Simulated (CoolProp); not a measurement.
Model: reference Helmholtz-energy equation of state, Lemmon 2006, in CoolProp. It is a short technical equation, of lower accuracy than the large ones.

Task: For isohexane, give the phase and the Joule-Thomson coefficient (K/MPa) at 276.85 °C and 0.0104 MPa; 276.85 °C and 0.0706 MPa.

Result: 
- 276.85 °C and 0.0104 MPa: gas; Joule-Thomson coefficient 5.44
- 276.85 °C and 0.0706 MPa: gas; Joule-Thomson coefficient 5.48
